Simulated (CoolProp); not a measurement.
Vapour-liquid equilibrium of benzene (1) + octamethylcyclotetrasiloxane (D4) (2) at 185.45 °C; x and y are mole fractions of (1).

Computed with CoolProp (multi-fluid Helmholtz-energy mixture model, Thol 2012 and Thol 2015; pair parameters Bell 2016).

| x | bubble pressure (bar) | y at the bubble point | dew pressure at overall composition x (bar) | liquid density (mol/L) |
|---|---|---|---|---|
| 0.05 | 1.605 | 0.220 | [?] | 2.642 |
| 0.125 | 2.142 | 0.446 | 1.451 | 2.818 |
| 0.2 | 2.739 | 0.594 | 1.570 | 3.013 |
| 0.275 | 3.378 | [?] | 1.709 | 3.232 |
| 0.35 | 4.048 | 0.764 | 1.875 | 3.480 |
| 0.425 | 4.743 | 0.817 | 2.077 | 3.761 |
| 0.5 | 5.463 | 0.858 | 2.327 | [?] |
| 0.575 | 6.212 | 0.891 | 2.645 | 4.462 |
| 0.65 | 7.000 | 0.918 | 3.066 | 4.905 |
| 0.725 | 7.834 | 0.941 | 3.646 | 5.434 |
| 0.8 | 8.724 | 0.961 | 4.494 | 6.076 |
| 0.875 | 9.668 | 0.978 | [?] | [?] |
| 0.95 | 10.65 | 0.992 | 8.202 | [?] |

Question: Complete the blanks.

Answer: 
- 0.05, dew pressure at overall composition x (bar): 1.349
- 0.275, y at the bubble point: 0.694
- 0.5, liquid density (mol/L): 4.085
- 0.875, dew pressure at overall composition x (bar): 5.833
- 0.875, liquid density (mol/L): 6.870
- 0.95, liquid density (mol/L): 7.875

No azeotrope shows between x = 0.05 and 0.95.

Pair parameters are fitted to limited data, so mixtures are less certain than the pure fluids.
